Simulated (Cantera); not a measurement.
What does this Cantera script print?

```python
import numpy as np
import cantera as ct

gas = ct.Solution("gri30.yaml")
gas.TPX = 1000, 1000000, {'CO': 0.0016, 'O2': 0.099, 'H2O': 0.062, 'N2': 1}
reactor = ct.IdealGasConstPressureReactor(gas, energy="off", clone=False)
net = ct.ReactorNet([reactor])
net.rtol, net.atol = 1e-08, 1e-18
show = ['CO', 'O2', 'H2O', 'HO2', 'OH', 'NO', 'O']
times = np.geomspace(3e-05, 2, 9)

steps = ct.SolutionArray(gas, extra=["t"])
rows = []
print(f"{'t/s':>10s}{'T/K':>9s}{'P/Pa':>11s}" + "".join(f"{s:>11s}" for s in show))
for t in times:
    while net.time < t:
        t_next = net.step()
        steps.append(gas.state, t=t_next)
    rows.append([np.interp(t, steps.t, y) for y in (steps.T, steps.P, *steps(*show).X.T)])
    print(f"{t:10.3e}{rows[-1][0]:9.1f}{rows[-1][1]:11.4g}" + "".join(f"{x:11.3e}" for x in rows[-1][2:]))
rate = np.gradient(steps.T, steps.t)
print("integrator steps:", len(steps.t))
if steps.T.max() > steps.T[0] + 200:
    print(f"time of steepest temperature rise: {steps.t[rate.argmax()]:.4e} s")
gas.TPX = 1000, 1000000, {'CO': 0.0016, 'O2': 0.099, 'H2O': 0.062, 'N2': 1}
gas.equilibrate("TP")
print(f"equilibrium (TP): T = {gas.T:.1f} K  " + "  ".join(f"{s} {gas[s].X[0]:.3e}" for s in show))
```

Output:

```
       t/s      T/K       P/Pa         CO         O2        H2O        HO2         OH         NO          O
 3.000e-05   1000.0      1e+06  1.376e-03  8.515e-02  5.333e-02  7.357e-12  1.400e-11  3.205e-22  2.868e-11
 1.203e-04   1000.0      1e+06  1.376e-03  8.515e-02  5.333e-02  1.396e-10  6.105e-11  3.393e-21  6.097e-11
 4.821e-04   1000.0      1e+06  1.376e-03  8.515e-02  5.333e-02  1.114e-09  8.477e-11  2.128e-20  7.068e-11
 1.932e-03   1000.0      1e+06  1.376e-03  8.515e-02  5.333e-02  5.263e-09  1.088e-10  1.009e-19  7.310e-11
 7.746e-03   1000.0      1e+06  1.376e-03  8.515e-02  5.333e-02  2.338e-08  2.177e-10  5.303e-19  8.392e-11
 3.105e-02   1000.0      1e+06  1.375e-03  8.515e-02  5.333e-02  1.248e-07  9.355e-10  4.697e-18  1.532e-10
 1.245e-01   1000.0      1e+06  1.352e-03  8.514e-02  5.333e-02  7.187e-07  8.909e-09  1.204e-16  8.297e-10
 4.989e-01   1000.0      1e+06  1.178e-03  8.506e-02  5.333e-02  7.317e-07  9.914e-09  1.090e-15  8.037e-10
 2.000e+00   1000.0      1e+06  7.400e-04  8.486e-02  5.335e-02  5.187e-07  7.645e-09  4.541e-15  4.211e-10
integrator steps: 480
equilibrium (TP): T = 1000.0 K  CO 9.181e-14  O2 8.451e-02  H2O 5.337e-02  HO2 6.112e-10  OH 3.773e-08  NO 2.086e-05  O 1.455e-11
```

Computed with Cantera and GRI-Mech 3.0 (53 species, 325 reactions).
